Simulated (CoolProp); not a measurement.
Saturation properties of fluorine (Tc = -128.7 °C, pc = 5.240 MPa, ω = 0.045).

The numbers come from the reference Helmholtz-energy equation of state, de Reuck 1990 in CoolProp.

| T (°C) | p (MPa) | liquid density (kg/m³) | vapour Z |
|---|---|---|---|
| -196.45 | 0.03476 | 1559 | 0.9836 |
| -191.75 | 0.06544 | 1527 | 0.9743 |
| -187.15 | 0.1130 | 1495 | 0.9626 |
| -182.45 | 0.1856 | 1461 | 0.9476 |
| -177.85 | 0.2866 | 1427 | 0.9301 |
| -173.15 | 0.4275 | 1390 | 0.9089 |
| -168.45 | 0.6141 | 1351 | 0.8844 |
| -163.85 | 0.8485 | 1311 | 0.8569 |
| -159.15 | 1.149 | 1268 | 0.8246 |
| -154.55 | 1.510 | 1222 | 0.7884 |
| -149.85 | 1.956 | 1171 | 0.7457 |
| -145.25 | 2.478 | 1114 | 0.6971 |
| -140.55 | 3.109 | 1045 | 0.6379 |
| -135.95 | 3.835 | 959.7 | 0.5656 |
| -131.25 | 4.704 | 826.3 | 0.4572 |

It boils at -188.1 °C under 1 atm.
